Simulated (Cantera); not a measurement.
A closed system holds: 1 mol AlN, 9.3 mol N2, at 2273 K and 620 Pa.

Cantera equilibrium calculation (NASA polynomials, part measured and part estimated; ideal gas, pure solids and liquids). Candidate condensed phases: Al, AlN; 5 gas species. Kinetics and transport are ignored.

Base state: N2 0.907, Al 0.0926 (mole fractions); condensed: gas only.

Q: What changes in the equilibrium state with this change: AlN replaced by ZrN?

A: 
```csv
species,before,after
N2,0.907,1.00
Al,0.0926,0
"ZrN(s), mol",0,1.000
```
ZrN: taken at fixed stoichiometry. Further candidate phases: Zr, ZrN.
